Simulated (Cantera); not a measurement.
## Chlorosilane synthesis and conversion: SiCl4 + HCl + H2

Feed: 1 mol SiCl4, 5.9 mol HCl, 5.9 mol H2, equilibrated at 227 °C and 1.20 bar.

Method: chemical equilibrium by Gibbs-energy minimisation in Cantera with the NASA 1993 tables (ideal gas, pure condensed phases). Candidate condensed phases: Si; 19 gas species. Kinetics and transport are ignored.

```json
{
  "x(HCl)": "0.461",
  "x(H2)": "0.461",
  "x(SiCl4)": "0.0781",
  "gas_amount": "12.80 mol",
  "log10 activity of Si(s) (absent)": "-22.17"
}
```
